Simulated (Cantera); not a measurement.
A Cantera script and its output.

```python
import numpy as np
import cantera as ct

gas = ct.Solution("gri30.yaml")
gas.TP = 300, 30000
flame = ct.CounterflowDiffusionFlame(gas, width=0.02)
flame.fuel_inlet.X, flame.fuel_inlet.T = {'CH4': 1, 'H2': 1.2}, 425
flame.oxidizer_inlet.X, flame.oxidizer_inlet.T = {'O2': 0.2, 'N2': 0.8}, 623
flame.set_refine_criteria(ratio=3, slope=0.12, curve=0.24, prune=0.03)
show = ['OH', 'H', 'NO', 'CO', 'C2H2']

rows = []
print(f"{'mdot':>8s}{'a_max':>10s}{'a_mean':>10s}{'Tmax/K':>9s}" + "".join(f"{s:>11s}" for s in show) + "   (peak mole fractions)")
for i, mdot in enumerate([0.18, 0.26, 0.36, 0.52, 0.74, 1, 1.5, 2.1, 3, 4.3]):  # kg/m2/s on the oxidiser side
    flame.oxidizer_inlet.mdot, flame.fuel_inlet.mdot = mdot, 0.62 * mdot
    flame.solve(loglevel=0, auto=(i == 0))
    if flame.T.max() < max(425, 623) + 100:
        print(f"{mdot:8.3g}  no burning solution found from the previous one")
        break
    dT = np.abs(np.gradient(flame.T, flame.grid))
    rows.append([flame.strain_rate("max"), flame.strain_rate("mean"), flame.T.max(),
                 *(flame.X[gas.species_index(s)].max() for s in show), max(dT[0], dT[-1]) / dT.max()])
    print(f"{mdot:8.3g}{rows[-1][0]:10.1f}{rows[-1][1]:10.1f}{rows[-1][2]:9.1f}" + "".join(f"{x:11.3e}" for x in rows[-1][3:-1]))
```

It prints:

```
    mdot     a_max    a_mean   Tmax/K         OH          H         NO         CO       C2H2   (peak mole fractions)
    0.18     468.6     132.3   2012.8  1.221e-02  1.848e-02  1.038e-04  3.860e-02  1.114e-02
    0.26     654.7     191.0   1984.3  1.158e-02  1.935e-02  8.354e-05  3.764e-02  1.083e-02
    0.36     885.1     264.5   1964.4  1.110e-02  2.014e-02  6.845e-05  3.727e-02  1.050e-02
    0.52    1245.8     382.1   1939.7  1.044e-02  2.085e-02  5.247e-05  3.717e-02  9.857e-03
    0.74    1732.1     543.7   1912.1  9.692e-03  2.127e-02  3.841e-05  3.728e-02  8.879e-03
       1    2295.1     734.8   1883.8  8.911e-03  2.134e-02  2.765e-05  3.775e-02  7.715e-03
     1.5    3346.3    1102.1   1832.7  7.581e-03  2.066e-02  1.530e-05  3.870e-02  5.583e-03
     2.1    4553.7    1543.0   1769.1  6.105e-03  1.892e-02  7.249e-06  3.919e-02  3.404e-03
       3  no burning solution found from the previous one
```

Computed with Cantera and GRI-Mech 3.0 (53 species, 325 reactions). GRI-Mech 3.0 has no aromatics or soot, which form on the fuel side of real flames. The maximum strain rate includes the flame's own expansion and is several times the mean. A flux with no burning solution from the previous one only brackets extinction.
